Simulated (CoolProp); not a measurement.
Vapour-liquid equilibrium of R1234yf (1) + R1234ze(E) (2) at 237.7 K; x and y are mole fractions of (1).

Computed with CoolProp (multi-fluid Helmholtz-energy mixture model, Lemmon 2022 and Thol 2016; pair parameters Bell 2022).

```csv
x,bubble pressure (MPa),y at the bubble point,dew pressure at overall composition x (MPa),liquid density (mol/L)
0.05,0.04841,0.084,0.04766,11.71
0.2,0.05346,0.297,0.05107,11.63
0.35,0.05814,0.469,0.05484,11.56
0.5,0.06262,0.617,0.05903,11.48
0.65,0.06701,0.747,0.06370,11.41
0.8,0.07138,0.863,0.06895,11.33
0.95,0.07578,0.968,0.07500,11.25
```

No azeotrope shows between x = 0.05 and 0.95.

Pair parameters are fitted to limited data, so mixtures are less certain than the pure fluids.
